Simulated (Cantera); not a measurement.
**Low-pressure radical oxidation in H2/O2**

An isothermal, constant-pressure homogeneous reactor starts with H2 : O2 = 0.47 : 1 (molar parts), at 1175 K and 18.8 Torr.

Cantera simulation using GRI-Mech 3.0 (53 species, 325 reactions); the numbers are that mechanism's predictions, not measurements. Radical loss at walls, strong at low pressure, is not modelled. The temperature is held fixed by assumption; the heat of reaction is taken as removed at once.

```json
[
 {"t (s)": "2.00e-6", "x H2": "0.320", "x O2": "0.680", "x O": "1.21e-11", "x H2O2": "<1e-12", "x H": "4.51e-10", "x H2O": "1.37e-12"},
 {"t (s)": "1.43e-5", "x H2": "0.320", "x O2": "0.680", "x O": "5.07e-10", "x H2O2": "<1e-12", "x H": "3.15e-9", "x H2O": "3.50e-10"},
 {"t (s)": "0.000103", "x H2": "0.320", "x O2": "0.680", "x O": "3.06e-8", "x H2O2": "4.76e-11", "x H": "8.06e-8", "x H2O": "8.79e-8"},
 {"t (s)": "0.000737", "x H2": "0.0642", "x O2": "0.555", "x O": "0.0542", "x H2O2": "1.08e-6", "x H": "0.122", "x H2O": "0.189"},
 {"t (s)": "0.00528", "x H2": "0.00459", "x O2": "0.606", "x O": "0.0127", "x H2O2": "1.47e-6", "x H": "0.00870", "x H2O": "0.362"},
 {"t (s)": "0.0379", "x H2": "5.34e-5", "x O2": "0.619", "x O": "0.000147", "x H2O2": "3.17e-7", "x H": "1.04e-5", "x H2O": "0.380"},
 {"t (s)": "0.271", "x H2": "2.22e-6", "x O2": "0.619", "x O": "6.79e-6", "x H2O2": "4.30e-8", "x H": "1.03e-7", "x H2O": "0.380"},
 {"t (s)": "1.95", "x H2": "2.07e-7", "x O2": "0.619", "x O": "6.62e-7", "x H2O2": "6.36e-9", "x H": "3.12e-9", "x H2O": "0.381"},
 {"t (s)": "13.9", "x H2": "3.21e-8", "x O2": "0.619", "x O": "1.03e-7", "x H2O2": "1.21e-9", "x H": "1.96e-10", "x H2O": "0.381"},
 {"t (s)": "100", "x H2": "2.30e-8", "x O2": "0.619", "x O": "7.32e-8", "x H2O2": "9.03e-10", "x H": "1.18e-10", "x H2O": "0.381"}
]
```
x: mole fraction; the columns are a selection and need not sum to one.

Equilibrium at this temperature and pressure: H2 2.30e-8, O2 0.619, O 7.32e-8, H2O2 9.03e-10, H 1.18e-10, H2O 0.381 (gas phase only).
